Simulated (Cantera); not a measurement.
A perfectly stirred reactor is fed with CH4 : N2 = 1 : 3.2 (molar parts), at 0.0197 atm; it is held at 1548 K, and followed from long to short residence time.

Model: GRI-Mech 3.0 (53 species, 325 reactions), integrated in Cantera. GRI-Mech 3.0 stops at C3 and has no aromatics, soot or wall deposition, so with more carbon than oxygen in the feed, carbon stays in small species such as C2H2 where larger ones or solid carbon would form. Radical loss at walls, strong at low pressure, is not modelled.

```csv
quantity,before,after
x(CH4) at τ = 0.520 s,0.183,0.177
x(CH2) at τ = 0.520 s,1.20e-7,1.00e-7
x(H) at τ = 0.520 s,1.42e-5,1.42e-5
x(C2H4) at τ = 0.520 s,0.00360,0.00323
x(H2) at τ = 0.520 s,0.0636,0.0705
x(CH4) at τ = 36.0 ms,0.237,0.236
x(CH2) at τ = 36.0 ms,2.12e-8,3.09e-8
x(H) at τ = 36.0 ms,2.83e-7,4.46e-7
x(C2H4) at τ = 36.0 ms,0.000273,0.000522
x(H2) at τ = 36.0 ms,0.000863,0.00162
```

**Question.** Which change was made?
(A) pressure from 0.0197 atm to 0.0987 atm
(B) pressure from 0.0197 atm to 0.0266 atm
(C) temperature 1548 to 1450 K
(D) pressure from 0.0197 atm to 1.00 atm

**Answer.** B, pressure from 0.0197 atm to 0.0266 atm
